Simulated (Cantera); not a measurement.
A closed system holds: 1 mol Pb, 0.68 mol O₂, 1.7 mol H₂, held at 0.000530 bar.

Cantera equilibrium calculation (NASA polynomials, part measured and part estimated; ideal gas, pure solids and liquids). Candidate condensed phases: H₂O, Pb, PbO, PbO₂, Pb₃O₄; 12 gas species. Rates play no part.

Q: Which condensed phases are stable at each of these points (T (°C)): 800, 850, 900, 950, 1000, 1050, 1100, 1150, 1200?

A: 
```json
[
 {"T (°C)": "800", "condensed phases": "Pb(l)", "Pb condensed (%)": "72.8"},
 {"T (°C)": "850", "condensed phases": "Pb(l)", "Pb condensed (%)": "10.5"},
 {"T (°C)": "900", "condensed phases": "gas only", "Pb condensed (%)": "0.0"},
 {"T (°C)": "950", "condensed phases": "gas only", "Pb condensed (%)": "0.0"},
 {"T (°C)": "1000", "condensed phases": "gas only", "Pb condensed (%)": "0.0"},
 {"T (°C)": "1050", "condensed phases": "gas only", "Pb condensed (%)": "0.0"},
 {"T (°C)": "1100", "condensed phases": "gas only", "Pb condensed (%)": "0.0"},
 {"T (°C)": "1150", "condensed phases": "gas only", "Pb condensed (%)": "0.0"},
 {"T (°C)": "1200", "condensed phases": "gas only", "Pb condensed (%)": "0.0"}
]
```

From 800 °C to 850 °C the condensed part is Pb(l). From 900 °C to 1200 °C nothing is condensed.
